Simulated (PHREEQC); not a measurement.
Make-up at 20 °C: 0.27 mol/kgw HF, 0.00035 mol/kgw NaF and 0.014 mol/kgw H2SiF6. Closed to the air; pH follows from the charge balance.

Computed with PHREEQC (ion-association model, phreeqc.dat).

```yaml
pH: 1.46
ionic_strength: 0.0548 mol/kgw
density: 1.002 g/cm³
total_alkalinity: -354 meq/kg
```

```tsv
species	molality	activity	log γ
HF	0.251	0.255	0.005
H+	0.0405	0.0345	-0.070
SiF6-2	0.0140	0.00636	-0.342
F-	0.00668	0.00538	-0.093
HF2-	0.00617	0.00504	-0.088
Na+	0.000349	0.000287	-0.086
```

Precipitation was switched off in this run. Species that the database lacks are ignored. SiF6-2 is the database's only silicon fluoride.
